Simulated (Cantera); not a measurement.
Feed: 1 mol Si3N4, 0.37 mol N2, equilibrated at 2098.15 K.

Cantera equilibrium calculation (NASA polynomials, part measured and part estimated; ideal gas, pure solids and liquids). Candidate condensed phases: Si, Si3N4; 7 gas species. The numbers say what is thermodynamically allowed, not how fast it happens.

Question: What share of the Si ends up in condensed phases as a function of P (Pa), at 1, 16, 250, 4000, 63000, 1000000?

Answer: 
```json
[
 {"P (Pa)": "1", "Si condensed (%)": "0.0", "as": "-"},
 {"P (Pa)": "16", "Si condensed (%)": "0.0", "as": "-"},
 {"P (Pa)": "250", "Si condensed (%)": "95.3", "as": "Si(l)"},
 {"P (Pa)": "4000", "Si condensed (%)": "99.7", "as": "Si(l)"},
 {"P (Pa)": "63000", "Si condensed (%)": "100.0", "as": "Si3N4(s)"},
 {"P (Pa)": "1000000", "Si condensed (%)": "100.0", "as": "Si3N4(s)"}
]
```
